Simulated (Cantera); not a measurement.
A closed system holds: 1 mol Si3N4, 0.038 mol H2O, 8.1 mol N2, held at 1523.15 K and 6.50 Pa.

These are equilibrium values from Cantera (NASA tables, ideal gas, pure condensed phases), not measurements of a reactor. Candidate condensed phases: H2O, Si, SiO2, Si2N2O, Si3N4; 35 gas species. The numbers say what is thermodynamically allowed, not how fast it happens.

Base state: N2 0.992, SiO 0.00373, H2 0.00365, Si 0.000278, H 0.000173 (mole fractions); condensed: Si(s).

Problem. What changes in the equilibrium state with this change: H2O from 0.038 to 4.7 mol?

Solution. 
```csv
species,before,after
N2,0.992,0.627
H2,0.00365,0.291
SiO,0.00373,0.0809
H2O,<1e-9,0.000183
Si,0.000278,1.25e-8
H,0.000173,0.00155
"Si(s), mol",2.96,0
"SiO2(β-quartz), mol",0,1.70
```
The tables hold silica as quartz up to 1696 K and as liquid above; real silica turns to tridymite and cristobalite and melts near 1996 K.
